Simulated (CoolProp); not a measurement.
cis-2-butene along the isobar 3760 kPa: density (kg/m³) from the reference equation and from simpler models built on Tc = 435.8 K, pc = 4236 kPa, ω = 0.202; each cubic takes its own stable root.

The numbers come from the reference Helmholtz-energy equation of state, Lemmon 2005 in CoolProp. It is a short technical equation, of lower accuracy than the large ones.

| T (K) | phase | reference |
|---|---|---|
| 257.5 | liquid | 665.2 |
| 270.1 | liquid | 651.8 |
| 282.7 | liquid | 638.1 |
| 295.3 | liquid | 624.0 |
| 307.9 | liquid | 609.4 |
| 320.6 | liquid | 594.2 |
| 333.2 | liquid | 578.3 |
| 345.8 | liquid | 561.6 |
| 358.4 | liquid | 543.7 |
| 371 | liquid | 524.2 |
| 383.6 | liquid | 502.6 |
| 396.2 | liquid | 477.8 |
| 408.8 | liquid | 447.6 |
| 421.5 | liquid | 404.4 |
| 434.1 | gas | 110.0 |
| 446.7 | gas | 91.76 |

Task: How far does each simpler model (van der Waals, Redlich-Kwong, Soave-Redlich-Kwong) lie from the reference over these 16 states: mean and median of the absolute difference, and the worst?

Result: 
- van der Waals: mean 33.7 %, median 37.1 %, worst -39.7 % at 421.5 K and 3760 kPa
- Redlich-Kwong: mean 11.3 %, median 10.6 %, worst -21.6 % at 421.5 K and 3760 kPa
- Soave-Redlich-Kwong: mean 9.0 %, median 7.8 %, worst -18.6 % at 421.5 K and 3760 kPa
